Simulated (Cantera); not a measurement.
Gas mixture: H₂ : CH₃OH = 0.82 : 0.37 (molar parts), at 0.0840 bar, frozen composition.

Cantera's kinetic-theory transport with the Lennard-Jones parameters of GRI-Mech 3.0, ideal gas; thermal conductivity in the multicomponent form. Polar gases are described roughly by these parameters. The composition is frozen, though it would react at the higher temperatures.

One state of this run: ρ (kg/m³) = 0.00819; cp (J/kg/K) = 4755; μ (µPa s) = 39.3; λ (mW/m/K) = 376; Pr = 0.497; D (cm²/s) N₂ = 61.1; D (cm²/s) NH₃ = 71.3; D (cm²/s) H₂O = 76.4. D: mixture-averaged diffusion coefficient of that species in the mixture.

Problem. Which value of T (K) does it belong to?
A) 400
B) 1200
C) 600
D) 1400

Solution. D, 1400
